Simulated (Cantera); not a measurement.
A perfectly stirred reactor is fed with 13.0 % H₂, 87.0 % O₂, at 10.00 Torr; it is held at 1248 K, and followed from long to short residence time.

Computed with Cantera and the H2/O2 subset of GRI-Mech 3.0, which has no nitrogen chemistry. Radical loss at walls, strong at low pressure, is not modelled. The temperature is held fixed by assumption; the heat of reaction is taken as removed at once.

### Question
Predict: x(H₂) at τ = 0.990 s; x(O₂) at τ = 0.990 s; x(H₂O₂) at τ = 0.990 s; x(H) at τ = 0.990 s; x(O) at τ = 0.990 s; x(H₂) at τ = 39.0 ms; x(O₂) at τ = 39.0 ms; x(H₂O₂) at τ = 39.0 ms; x(H) at τ = 39.0 ms; x(O) at τ = 39.0 ms.

### Answer
x(H₂) at τ = 0.990 s: 0.000433
x(O₂) at τ = 0.990 s: 0.856
x(H₂O₂) at τ = 0.990 s: 1.52e-7
x(H) at τ = 0.990 s: 0.000492
x(O) at τ = 0.990 s: 0.00372
x(H₂) at τ = 39.0 ms: 0.00290
x(O₂) at τ = 39.0 ms: 0.831
x(H₂O₂) at τ = 39.0 ms: 2.35e-7
x(H) at τ = 39.0 ms: 0.00917
x(O) at τ = 39.0 ms: 0.0255
